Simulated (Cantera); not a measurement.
Cantera run, input and output.

```python
import numpy as np
import cantera as ct

gas = ct.Solution("h2o2.yaml")
gas.TPX = 1150, 3500, {'H2': 0.013, 'O2': 1}
reactor = ct.IdealGasConstPressureReactor(gas, energy="off", clone=False)
net = ct.ReactorNet([reactor])
net.rtol, net.atol = 1e-08, 1e-18
show = ['H2', 'O2', 'H2O', 'HO2', 'H2O2']
times = np.geomspace(7e-05, 1, 14)

steps = ct.SolutionArray(gas, extra=["t"])
rows = []
print(f"{'t/s':>10s}{'T/K':>9s}{'P/Pa':>11s}" + "".join(f"{s:>11s}" for s in show))
for t in times:
    while net.time < t:
        t_next = net.step()
        steps.append(gas.state, t=t_next)
    rows.append([np.interp(t, steps.t, y) for y in (steps.T, steps.P, *steps(*show).X.T)])
    print(f"{t:10.3e}{rows[-1][0]:9.1f}{rows[-1][1]:11.4g}" + "".join(f"{x:11.3e}" for x in rows[-1][2:]))
rate = np.gradient(steps.T, steps.t)
print("integrator steps:", len(steps.t))
if steps.T.max() > steps.T[0] + 200:
    print(f"time of steepest temperature rise: {steps.t[rate.argmax()]:.4e} s")
gas.TPX = 1150, 3500, {'H2': 0.013, 'O2': 1}
gas.equilibrate("TP")
print(f"equilibrium (TP): T = {gas.T:.1f} K  " + "  ".join(f"{s} {gas[s].X[0]:.3e}" for s in show))
```

It prints:

```
       t/s      T/K       P/Pa         H2         O2        H2O        HO2       H2O2
 7.000e-05   1150.0       3500  1.283e-02  9.872e-01  1.473e-10  8.025e-10  4.847e-14
 1.461e-04   1150.0       3500  1.283e-02  9.872e-01  8.956e-10  1.683e-09  2.115e-13
 3.050e-04   1150.0       3500  1.283e-02  9.872e-01  5.815e-09  3.556e-09  9.246e-13
 6.367e-04   1150.0       3500  1.283e-02  9.872e-01  5.949e-08  7.940e-09  4.119e-12
 1.329e-03   1150.0       3500  1.283e-02  9.872e-01  2.688e-06  4.459e-08  2.662e-11
 2.774e-03   1150.0       3500  8.747e-03  9.837e-01  3.170e-03  5.025e-06  1.710e-07
 5.791e-03   1150.0       3500  9.462e-05  9.779e-01  1.202e-02  3.606e-06  7.658e-08
 1.209e-02   1150.0       3500  4.768e-05  9.806e-01  1.232e-02  2.928e-06  6.303e-08
 2.523e-02   1150.0       3500  2.660e-05  9.834e-01  1.255e-02  2.241e-06  5.954e-08
 5.267e-02   1150.0       3500  1.115e-05  9.855e-01  1.271e-02  1.449e-06  5.174e-08
 1.099e-01   1150.0       3500  3.650e-06  9.865e-01  1.281e-02  7.750e-07  3.885e-08
 2.295e-01   1150.0       3500  1.035e-06  9.869e-01  1.286e-02  3.474e-07  2.384e-08
 4.791e-01   1150.0       3500  2.837e-07  9.870e-01  1.289e-02  1.363e-07  1.188e-08
 1.000e+00   1150.0       3500  8.163e-08  9.871e-01  1.290e-02  5.013e-08  5.110e-09
integrator steps: 1404
equilibrium (TP): T = 1150.0 K  H2 3.005e-10  O2 9.871e-01  H2O 1.292e-02  HO2 3.725e-09  H2O2 3.606e-11
```

Cantera simulation using the H2/O2 subset of GRI-Mech 3.0, which has no nitrogen chemistry; the numbers are that mechanism's predictions, not measurements. Radical loss at walls, strong at low pressure, is not modelled.
